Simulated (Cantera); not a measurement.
Charge: 1 mol V, 1.5 mol NH₃, equilibrated at 4.50 mbar.

Equilibrium computed with Cantera from the NASA thermochemical tables; the gas is ideal and each condensed phase is pure. Candidate condensed phases: V, VN; 11 gas species. VN: taken at fixed stoichiometry. Condensed phases not in the tables: V₂N. Kinetics and transport are ignored. All values below are at 1175 °C.

Base state: H₂ 0.900, N₂ 0.1000, H 0.000130 (mole fractions); condensed: VN(s).

Problem. What changes in the equilibrium state with this change: NH₃ from 1.5 to 0.14 mol?

Solution. 
```tsv
species	before	after
H₂	0.900	1.000
H	0.000130	0.000137
N₂	0.1000	3.05e-5
VN(s), mol	1.00	0.140
V(s), mol	0	0.860
```
Mutual solubility and eutectic melting of coexisting phases are not modelled. Condensed phases not in the tables: V₂N, N, O or C dissolved in the metal.
